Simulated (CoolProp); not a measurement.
A Linde-Hampson liquefier for nitrogen: isothermal reversible compression at 250 K from 1 atm to 20 MPa, throttling to 1 atm, return gas leaving the recuperator 0 K below the feed. Each further row changes one setting.

Model: reference Helmholtz-energy equation of state, Span 2000, in CoolProp.

| case | liquid yield per pass | compression work (kJ/kg of gas) |
|---|---|---|
| as stated | ? | 386 |
| high pressure 40 MPa | ? | 443 |
| warm-end temperature 280 K | 0.092 | ? |
| warm-end gap 5 K | ? | 386 |

Question: Fill in the missing entries.

Answer: 
- as stated, liquid yield per pass: 0.128
- high pressure 40 MPa, liquid yield per pass: 0.155
- warm-end temperature 280 K, compression work (kJ/kg of gas): 438
- warm-end gap 5 K, liquid yield per pass: 0.116
